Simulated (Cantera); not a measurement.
Charge: 1 mol Fe(CO)₅, 1 mol CO, 1.6 mol N₂, 0.041 mol H₂, held at 1498.15 K.

Equilibrium computed with Cantera from the NASA thermochemical tables; the gas is ideal and each condensed phase is pure. Candidate condensed phases: C, C₆H₆, C₇H₈, C₈H₁₈, Fe, Fe(CO)₅, FeO, Fe(OH)₂, Fe(OH)₃, Fe₂O₃, Fe₃O₄, H₂O; 140 gas species. Kinetics and transport are ignored.

Problem. At 0.00100 bar, list the 5 most abundant gas species with their mole fractions, and the condensed phases.

Solution. CO 0.785, N₂ 0.209, H₂ 0.00534, Fe 0.000144, H 3.98e-5. Condensed: Fe(γ).
